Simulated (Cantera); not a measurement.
A closed system holds: 1 mol PH3, 0.066 mol H2O, 0.56 mol O2, equilibrated at 3048.15 K and 13300 Pa.

Equilibrium computed with Cantera from the NASA thermochemical tables; the gas is ideal and each condensed phase is pure. Candidate condensed phases: H2O, P, P4O10; 17 gas species. Gases not in the tables: HPO2, HPO3 and P4O6. The numbers say what is thermodynamically allowed, not how fast it happens.

Base state: H2 0.328, H 0.286, PO 0.279, H2O 0.0410, PO2 0.0262, P 0.0143, OH 0.0124, O 0.00658 (mole fractions); condensed: gas only.

**Question.** What changes in the equilibrium state with this change: temperature from 3048.15 K to 1675 K?

**Answer.** 
| species | before | after |
|---|---|---|
| H2 | 0.328 | 0.415 |
| H2O | 0.0410 | 0.285 |
| P2 | 0.00513 | 0.145 |
| H | 0.286 | 0.000205 |
| PO | 0.279 | 0.0636 |
| OH | 0.0124 | 6.80e-6 |
| P | 0.0143 | 2.37e-5 |
| PO2 | 0.0262 | 0.0907 |
| O | 0.00658 | 2.71e-9 |
| P4 | <1e-9 | 0.000524 |
| O2 | 0.000326 | <1e-9 |
| PH | 0.000741 | 2.18e-5 |

**Question.** What changes in the equilibrium state with this change: PH3 replaced by CO2?

**Answer.** 
```tsv
species	before	after
O2	0.000326	0.300
CO	0	0.298
O	0.00658	0.200
H2	0.328	0.00150
PO	0.279	0
CO2	0	0.151
PO2	0.0262	0
P	0.0143	0
H	0.286	0.0194
H2O	0.0410	0.00571
OH	0.0124	0.0254
P2	0.00513	0
PH	0.000741	0
```
Further candidate phases: C, C6H6, C7H8, C8H18.

**Question.** What changes in the equilibrium state with this change: O2 from 0.56 to 1.6 mol?

**Answer.** 
```tsv
species	before	after
H2O	0.0410	0.192
H	0.286	0.171
PO2	0.0262	0.155
H2	0.328	0.117
PO	0.279	0.127
O2	0.000326	0.0556
P	0.0143	0.000497
O	0.00658	0.0860
OH	0.0124	0.0965
P2	0.00513	6.16e-6
HO2	1.40e-7	1.43e-5
```
